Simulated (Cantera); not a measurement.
**Low-pressure radical oxidation in H2/O2**

An isothermal, constant-pressure homogeneous reactor starts with 0.338 % H2, 18.8 % O2, 80.9 % N2, equivalence ratio 0.0090, at 1025 K and 27.8 Torr.

Computed with Cantera and the H2/O2 subset of GRI-Mech 3.0, which has no nitrogen chemistry. Radical loss at walls, strong at low pressure, is not modelled.

```tsv
t (s)	x H2	x O2	x HO2	x O	x H
0.000400	0.00338	0.188	1.36e-11	7.82e-12	7.36e-12
0.00132	0.00338	0.188	4.65e-11	6.11e-11	2.28e-11
0.00435	0.00338	0.188	2.08e-10	1.36e-9	3.48e-10
0.0143	0.00337	0.188	3.04e-7	6.82e-6	1.72e-6
0.0473	3.44e-5	0.186	1.32e-6	0.000860	9.43e-5
0.156	3.40e-6	0.187	5.16e-7	0.000156	5.67e-6
0.514	3.78e-7	0.187	1.49e-7	1.89e-5	2.38e-7
1.69	3.81e-8	0.187	3.09e-8	2.24e-6	9.85e-9
5.58	4.58e-9	0.187	5.95e-9	3.35e-7	5.76e-10
18.4	7.66e-10	0.187	1.30e-9	6.62e-8	5.05e-11
60.7	1.68e-10	0.187	3.37e-10	1.59e-8	5.92e-12
200	4.38e-11	0.187	1.25e-10	4.32e-9	<1e-12
```
x: mole fraction; the columns are a selection and need not sum to one.

Equilibrium at this temperature and pressure: H2 7.43e-12, O2 0.187, HO2 1.02e-10, O 7.46e-10, H <1e-12 (gas phase only).
